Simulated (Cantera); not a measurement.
A Cantera script and what it prints.

```python
import numpy as np
import cantera as ct

gas_names = """
    ZrO2 O H2O H
""".split()
cond_names = """
    Zr(a) Zr(b) Zr(L) ZrO2(a) ZrO2(b) ZrO2(L)
""".split()


# ... load() reads the species with a 1 bar reference pressure and builds the phases ...
species = {s.name: s for s in load("nasa_gas.yaml", gas_names) + load("nasa_condensed.yaml", cond_names)}
# Each term lists the table entries of one substance; the one whose range holds T is used.
reactions = {
    'ZrO2(g) = 2 O(g) + Zr':
        [(-1, ['ZrO2']), (2, ['O']), (1, ['Zr(a)', 'Zr(b)', 'Zr(L)'])],
    'Zr + 2 H2O(g) = 4 H(g) + ZrO2':
        [(-1, ['Zr(a)', 'Zr(b)', 'Zr(L)']), (-2, ['H2O']), (4, ['H']), (1, ['ZrO2(a)', 'ZrO2(b)', 'ZrO2(L)'])],
}


def pick(names, T):
    return next(species[n] for n in names if species[n].thermo.min_temp <= T <= species[n].thermo.max_temp)


results = []
for label, terms in reactions.items():
    print(label)
    print("     T/K   dH/kJ  dS/(J/K)   dG/kJ   log10 K")
    for T in [2323, 2398, 2473, 2548, 2623, 2698]:
        used = [(nu, pick(names, T)) for nu, names in terms]
        dH = sum(nu * s.thermo.h(T) for nu, s in used) / 1e6
        dS = sum(nu * s.thermo.s(T) for nu, s in used) / 1e3
        dG = dH - T * dS / 1e3
        logK = -dG * 1e6 / (ct.gas_constant * T * np.log(10))
        results.append((label, T, dH, dS, dG, logK, [s.name for _, s in used]))
        print(f"{T:8g} {dH:8.1f} {dS:8.1f} {dG:8.1f} {logK:8.2f}")
```

Result:

```
ZrO2(g) = 2 O(g) + Zr
     T/K   dH/kJ  dS/(J/K)   dG/kJ   log10 K
    2323    844.4    136.2    528.0   -11.87
    2398    846.3    137.0    517.8   -11.28
    2473    848.2    137.8    507.5   -10.72
    2548    850.1    138.5    497.1   -10.19
    2623    852.1    139.3    486.7    -9.69
    2698    854.0    140.0    476.2    -9.22
Zr + 2 H2O(g) = 4 H(g) + ZrO2
     T/K   dH/kJ  dS/(J/K)   dG/kJ   log10 K
    2323    313.4    172.3    -86.8     1.95
    2398    314.0    172.5    -99.7     2.17
    2473    314.5    172.7   -112.7     2.38
    2548    315.0    172.9   -125.6     2.58
    2623    315.4    173.1   -138.6     2.76
    2698    315.8    173.2   -151.6     2.93
```

Standard-state values (1 bar) from the NASA 1993 polynomials, evaluated with Cantera. Condensed species are held in their standard states even where they would react or evaporate.
